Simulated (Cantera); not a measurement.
A perfectly stirred reactor is fed with 13.0 % CH4, 0.624 % H2, 17.5 % O2, 65.9 % N2, 2.99 % H2O, equivalence ratio 1.5, at 518 Torr; it is adiabatic with a 475 K inlet, and is followed from long to short residence time, starting on the burning branch (τ in s: 0.038, 0.016, 0.0069, 0.0029, 0.0012, 0.00053, 0.00023, 9.6e-05, 4.1e-05, 1.7e-05).

Cantera simulation using GRI-Mech 3.0 (53 species, 325 reactions); the numbers are that mechanism's predictions, not measurements.

Task: Predict: blow-out, bracketed by the residence times tried; x(CH4) at τ = 38.0 ms; x(H2) at τ = 38.0 ms; x(O2) at τ = 38.0 ms; x(CH2O) at τ = 38.0 ms; x(C2H2) at τ = 38.0 ms; x(CH4) at τ = 0.530 ms; x(H2) at τ = 0.530 ms; x(O2) at τ = 0.530 ms.

Result: 
| Property | Value |
|---|---|
| blow-out, bracketed by the residence times tried | burning at 1.20 ms, out at 0.530 ms |
| x(CH4) at τ = 38.0 ms | 0.000781 |
| x(H2) at τ = 38.0 ms | 0.0789 |
| x(O2) at τ = 38.0 ms | 0.000378 |
| x(CH2O) at τ = 38.0 ms | 7.94e-6 |
| x(C2H2) at τ = 38.0 ms | 0.000254 |
| x(CH4) at τ = 0.530 ms | 0.130 |
| x(H2) at τ = 0.530 ms | 0.00624 |
| x(O2) at τ = 0.530 ms | 0.175 |
